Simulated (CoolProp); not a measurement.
CHF3 (R23) along the isotherm 313 K: fugacity coefficient from the reference equation and from simpler models built on Tc = 299.3 K, pc = 4.832 MPa, ω = 0.263; each cubic takes its own stable root.

Values from CoolProp's reference Helmholtz-energy equation of state, Penoncello 2003.

```csv
p (MPa),phase,reference
2.01,gas,0.8743
4.03,gas,0.7532
6.04,supercritical,0.6327
8.05,supercritical,0.5193
10.1,supercritical,0.4431
12.1,supercritical,0.3932
14.1,supercritical,0.3576
16.1,supercritical,0.3313
18.1,supercritical,0.3112
20.1,supercritical,0.2956
22.1,supercritical,0.2832
24.2,supercritical,0.2730
```

Task: How far does each simpler model (van der Waals, Redlich-Kwong) lie from the reference over these 12 states: mean and median of the absolute difference, and the worst?

Result: 
- van der Waals: mean 13.5 %, median 12.7 %, worst +28.5 % at 313 K and 24.2 MPa
- Redlich-Kwong: mean 5.5 %, median 5.7 %, worst +11.1 % at 313 K and 24.2 MPa
